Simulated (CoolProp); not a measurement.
A closed Brayton cycle with carbon dioxide: compressor inlet 327.15 K and 7.7 MPa, high pressure 20.8 MPa, turbine inlet 755 K, compressor efficiency 0.8, turbine efficiency 0.9, recuperator effectiveness 0.95 (on enthalpy, no pinch check). Each further row changes one setting.

Computed with CoolProp (reference Helmholtz-energy equation of state, Span 1996).

```tsv
case	thermal efficiency (%)	net work (kJ/kg)	compressor to turbine work	compressor exit (K)	turbine exit (K)
as stated	30.0	59.2	0.50	416.8	642.8
turbine inlet 705 K	(withheld)	50.0	(withheld)	416.8	597.0
compressor inlet 337.15 K	(withheld)	53.3	0.55	431.6	642.8
high pressure 17.7 MPa	30.1	52.6	(withheld)	401.6	660.6
recuperator effectiveness 0.5	(withheld)	59.2	0.50	416.8	642.8
```

Problem. Some entries are withheld; supply them.

Solution. 
- turbine inlet 705 K, thermal efficiency (%): 27.0
- turbine inlet 705 K, compressor to turbine work: 0.54
- compressor inlet 337.15 K, thermal efficiency (%): 28.2
- high pressure 17.7 MPa, compressor to turbine work: 0.47
- recuperator effectiveness 0.5, thermal efficiency (%): 18.9
